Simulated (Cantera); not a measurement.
An isothermal plug-flow reactor at 675 K and 500000 Pa (inlet), inlet velocity 0.83 m/s, active area per volume 490 1/m; feed 0.685 % H2, 4.33 % O2, 95.0 % N2.

Cantera simulation using Deutschmann's 1995 Pt surface mechanism with GRI-Mech 3.0 gas chemistry; the numbers are that mechanism's predictions, not measurements. Catalytic surfaces can have several steady states; this one follows from the mechanism file's or the stated starting coverage. Mass transfer to the wall is taken as infinitely fast.

Problem. Predict: x(H2) at z = 0.042 m; x(O2) at z = 0.042 m; x(H2O) at z = 0.042 m; θ(free Pt) at the exit; θ(O*) at the exit; θ(OH*) at the exit.

Solution. 
```
Property                  Value
----------------------  -------
x(H2) at z = 0.042 m    8.89e-6
x(O2) at z = 0.042 m     0.0400
x(H2O) at z = 0.042 m   0.00687
θ(free Pt) at the exit  0.00352
θ(O*) at the exit         0.994
θ(OH*) at the exit      0.00256
```
